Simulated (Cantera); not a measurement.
Input: 1 mol C3H8, 0.062 mol H2O, 9.7 mol N2, 0.41 mol H2, held at 1750 °C and 77.0 mbar.

Method: chemical equilibrium by Gibbs-energy minimisation in Cantera with the NASA 1993 tables (ideal gas, pure condensed phases). Candidate condensed phases: C, C6H6, C7H8, C8H18, H2O; 136 gas species. Equilibrium is a limit: real reactors are often held back by kinetics, nucleation or transport.

Base state: N2 0.676, H2 0.308, HCN 0.00735, CO 0.00435, H 0.00380, HNC 0.000436, C2H2 (acetylene) 0.000275 (mole fractions); condensed: C(graphite).

**Question.** What changes in the equilibrium state with this change: temperature from 1750 °C to 427 °C?

**Answer.** 
```tsv
species	before	after
N2	0.676	0.711
H2	0.308	0.245
CH4	2.91e-6	0.0393
H	0.00380	<1e-9
HCN	0.00735	2.20e-9
HNC	0.000436	<1e-9
H2O	1.10e-8	0.00391
C2H2 (acetylene)	0.000275	<1e-9
C(graphite), mol	2.82	2.46
```
